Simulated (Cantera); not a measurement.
## Thermodynamics of hydrogen reduction and annealing atmospheres, feed Cr₂O₃ + H₂ + N₂

Input: 1 mol Cr₂O₃, 0.4 mol H₂, 3.2 mol N₂, held at 0.133 bar.

Cantera equilibrium calculation (NASA polynomials, part measured and part estimated; ideal gas, pure solids and liquids). Candidate condensed phases: Cr, CrN, Cr₂N, Cr₂O₃, H₂O; 29 gas species. Mutual solubility and eutectic melting of coexisting phases are not modelled. Rates play no part.

From 477 °C to 1077 °C the condensed part is Cr₂O₃(s). From 1177 °C to 1277 °C the condensed part is Cr₂N(s) + Cr₂O₃(s). At 1377 °C the condensed part is Cr(s) + Cr₂O₃(s). At 1477 °C the condensed part is Cr₂O₃(s).

```json
[
 {"T (°C)": "477", "x N₂": "0.889", "x H₂": "0.111", "x H₂O": "1.29e-6", "x Cr": "<1e-12", "n Cr₂O₃(s)": "1.000", "n Cr₂N(s)": "0", "n Cr(s)": "0"},
 {"T (°C)": "577", "x N₂": "0.889", "x H₂": "0.111", "x H₂O": "3.55e-6", "x Cr": "<1e-12", "n Cr₂O₃(s)": "1.000", "n Cr₂N(s)": "0", "n Cr(s)": "0"},
 {"T (°C)": "677", "x N₂": "0.889", "x H₂": "0.111", "x H₂O": "7.79e-6", "x Cr": "<1e-12", "n Cr₂O₃(s)": "1.000", "n Cr₂N(s)": "0", "n Cr(s)": "0"},
 {"T (°C)": "777", "x N₂": "0.889", "x H₂": "0.111", "x H₂O": "1.46e-5", "x Cr": "<1e-12", "n Cr₂O₃(s)": "1.000", "n Cr₂N(s)": "0", "n Cr(s)": "0"},
 {"T (°C)": "877", "x N₂": "0.889", "x H₂": "0.111", "x H₂O": "2.43e-5", "x Cr": "4.59e-11", "n Cr₂O₃(s)": "1.000", "n Cr₂N(s)": "0", "n Cr(s)": "0"},
 {"T (°C)": "977", "x N₂": "0.889", "x H₂": "0.111", "x H₂O": "4.04e-5", "x Cr": "2.69e-9", "n Cr₂O₃(s)": "1.000", "n Cr₂N(s)": "0", "n Cr(s)": "0"},
 {"T (°C)": "1077", "x N₂": "0.889", "x H₂": "0.111", "x H₂O": "7.43e-5", "x Cr": "6.50e-8", "n Cr₂O₃(s)": "1.000", "n Cr₂N(s)": "0", "n Cr(s)": "0"},
 {"T (°C)": "1177", "x N₂": "0.889", "x H₂": "0.111", "x H₂O": "0.000126", "x Cr": "9.98e-7", "n Cr₂O₃(s)": "1.000", "n Cr₂N(s)": "0.000149", "n Cr(s)": "0"},
 {"T (°C)": "1277", "x N₂": "0.889", "x H₂": "0.111", "x H₂O": "0.000198", "x Cr": "1.07e-5", "n Cr₂O₃(s)": "1.000", "n Cr₂N(s)": "0.000219", "n Cr(s)": "0"},
 {"T (°C)": "1377", "x N₂": "0.889", "x H₂": "0.111", "x H₂O": "0.000338", "x Cr": "6.91e-5", "n Cr₂O₃(s)": "1.000", "n Cr₂N(s)": "0", "n Cr(s)": "0.000563"},
 {"T (°C)": "1477", "x N₂": "0.888", "x H₂": "0.110", "x H₂O": "0.000565", "x Cr": "0.000337", "n Cr₂O₃(s)": "0.999", "n Cr₂N(s)": "0", "n Cr(s)": "0"}
]
```
x: gas mole fraction; n: condensed amount in mol.
